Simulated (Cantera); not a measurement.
Input (Python, Cantera):

```python
import numpy as np
import cantera as ct

gas = ct.Solution("gri30.yaml")
gas.TPX = 1773, 2500000, {'CH4': 1, 'O2': 5.71, 'N2': 21.5, 'CO2': 0.5}
reactor = ct.IdealGasConstPressureReactor(gas, energy="on", clone=False)
net = ct.ReactorNet([reactor])
net.rtol, net.atol = 1e-08, 1e-16
show = ['CH4', 'O2', 'N2O', 'HCN', 'NO']
times = np.geomspace(2e-06, 0.4, 11)

steps = ct.SolutionArray(gas, extra=["t"])
rows = []
print(f"{'t/s':>10s}{'T/K':>9s}{'P/Pa':>11s}" + "".join(f"{s:>11s}" for s in show))
for t in times:
    while net.time < t:
        t_next = net.step()
        steps.append(gas.state, t=t_next)
    rows.append([np.interp(t, steps.t, y) for y in (steps.T, steps.P, *steps(*show).X.T)])
    print(f"{t:10.3e}{rows[-1][0]:9.1f}{rows[-1][1]:11.4g}" + "".join(f"{x:11.3e}" for x in rows[-1][2:]))
rate = np.gradient(steps.T, steps.t)
print("integrator steps:", len(steps.t))
if steps.T.max() > steps.T[0] + 200:
    print(f"time of steepest temperature rise: {steps.t[rate.argmax()]:.4e} s")
gas.TPX = 1773, 2500000, {'CH4': 1, 'O2': 5.71, 'N2': 21.5, 'CO2': 0.5}
gas.equilibrate("HP")
print(f"equilibrium (HP): T = {gas.T:.1f} K  " + "  ".join(f"{s} {gas[s].X[0]:.3e}" for s in show))
```

Output:

```
       t/s      T/K       P/Pa        CH4         O2        N2O        HCN         NO
 2.000e-06   1773.0    2.5e+06  3.456e-02  1.987e-01  3.504e-09  4.398e-13  2.111e-11
 6.778e-06   1822.8    2.5e+06  2.606e-02  1.910e-01  1.011e-07  4.024e-10  1.938e-09
 2.297e-05   2465.2    2.5e+06  4.153e-15  1.280e-01  4.279e-06  4.318e-12  8.384e-05
 7.786e-05   2466.4    2.5e+06  1.700e-16  1.278e-01  4.126e-06  1.195e-12  3.158e-04
 2.639e-04   2464.8    2.5e+06  1.664e-19  1.275e-01  4.114e-06  1.099e-12  1.079e-03
 8.944e-04   2460.0    2.5e+06  1.514e-19  1.263e-01  4.081e-06  1.146e-12  3.421e-03
 3.031e-03   2448.7    2.5e+06  1.309e-19  1.236e-01  4.042e-06  1.178e-12  8.902e-03
 1.027e-02   2437.4    2.5e+06  1.126e-19  1.209e-01  4.052e-06  1.144e-12  1.437e-02
 3.482e-02   2435.9    2.5e+06  1.104e-19  1.206e-01  4.057e-06  1.136e-12  1.509e-02
 1.180e-01   2435.9    2.5e+06  1.104e-19  1.206e-01  4.057e-06  1.136e-12  1.509e-02
 4.000e-01   2435.9    2.5e+06  1.104e-19  1.206e-01  4.057e-06  1.136e-12  1.509e-02
integrator steps: 1514
time of steepest temperature rise: 8.9437e-06 s
equilibrium (HP): T = 2435.9 K  CH4 1.631e-19  O2 1.206e-01  N2O 4.057e-06  HCN 1.136e-12  NO 1.509e-02
```

Model: GRI-Mech 3.0 (53 species, 325 reactions), integrated in Cantera. The pressure lies above the range GRI-Mech 3.0 was tuned for (to about 10 atm).
